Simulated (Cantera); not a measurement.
Cantera run:

```python
import numpy as np
import cantera as ct

gas_names = """
    B BN BO BO2 B2 B2O B2O2 B2O3 N NO NO2 NO3 N2 N2O O O2 O3
""".split()
cond_names = """
    B(b) B(L) BN(s) B2O3(L)
""".split()


# ... load() reads the species with a 1 bar reference pressure and builds the phases ...
atoms = {
    'BN': {'B': 1, 'N': 1},
    'O2': {'O': 2},
    'N2': {'N': 2},
}
top_T = {'BN(s)': 3200}  # K; cautious upper limits of use, not melting points


# ... equilibrate(T, P, feed) seeds the gas with the atoms and calls Mixture.equilibrate('TP', solver="vcs", rtol=1e-11, max_steps=5000) ...
results = []
T = 1548.15  # K
P = 66  # Pa
for m in [9.4, 11, 14, 17, 21, 25, 31, 38, 46, 56, 69]:
    feed = {'BN': 1, 'O2': 0.71, 'N2': m}  # mol
    mix = equilibrate(T, P, feed)
    results.append((T, P, feed, dict(zip(mix.species_names, mix.species_moles))))

top = {s: max(r[3][s] / sum(r[3][g] for g in gas_names) for r in results) for s in gas_names}
cols = sorted((s for s in top if top[s] > 0.001), key=lambda s: -top[s])[:8]
seen = [c for c in cond_names if any(r[3].get(c, 0) > 1e-12 for r in results)]
print("log10 of partial pressures in bar; condensed amounts in mol")
print(f"{'n(N2)':>10s}" + "".join(f"{s[:9]:>10s}" for s in cols + seen))
for T, P, feed, n in results:
    ng = sum(n[g] for g in gas_names)
    print(f"{feed['N2']:10.4g}" + "".join(f"{np.log10(max(n[s] / ng * P / 1e5, 1e-99)):10.3f}" for s in cols)
          + "".join(f"{n.get(c, 0):10.4g}" for c in seen))
```

Result:

```
log10 of partial pressures in bar; condensed amounts in mol
     n(N2)        N2      B2O3      B2O2     BN(s)
       9.4    -3.202    -4.570    -5.358  0.004027
        11    -3.199    -4.635    -5.402  0.001739
        14    -3.195    -4.733    -5.488         0
        17    -3.193    -4.813    -5.570         0
        21    -3.191    -4.900    -5.661         0
        25    -3.189    -4.972    -5.737         0
        31    -3.187    -5.062    -5.832         0
        38    -3.186    -5.148    -5.923         0
        46    -3.185    -5.229    -6.009         0
        56    -3.184    -5.313    -6.099         0
        69    -3.184    -5.402    -6.196         0
```

These are equilibrium values from Cantera (NASA tables, ideal gas, pure condensed phases), not measurements of a reactor.
